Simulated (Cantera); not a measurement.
Input: 1 mol c-C₄F₈, 0.014 mol Si, a varied amount of H₂, at 673 K and 5.90 Pa.

Method: chemical equilibrium by Gibbs-energy minimisation in Cantera with the NASA 1993 tables (ideal gas, pure condensed phases). Candidate condensed phases: C, C₆H₆, C₇H₈, C₈H₁₈, Si, SiC; 113 gas species. The feed counts by its element totals alone. Condensed phases not in the tables: fluorocarbon polymer. Gases not in the tables: C₂F₆ and larger saturated fluorocarbons. Rates play no part.

At 2 mol H₂, list the 3 most abundant gas species with their mole fractions, and the condensed phases.

HF 0.800, CF₄ 0.197, SiF₄ 0.00280. Condensed: C(graphite).
